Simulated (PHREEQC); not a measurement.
Hard or scaling water

A solution holds 0.024 mol/kgw MgCl2 and 5.3e-05 mol/kgw NaCl, at 25 °C. Closed to the air; pH follows from the charge balance.

Equilibrium calculation in PHREEQC: ion-association model, phreeqc.dat.

No solid was allowed to form.

Q: Predict the specific conductance.

A: specific conductance 4970 µS/cm.

Complexes and solids missing from the database can't appear.
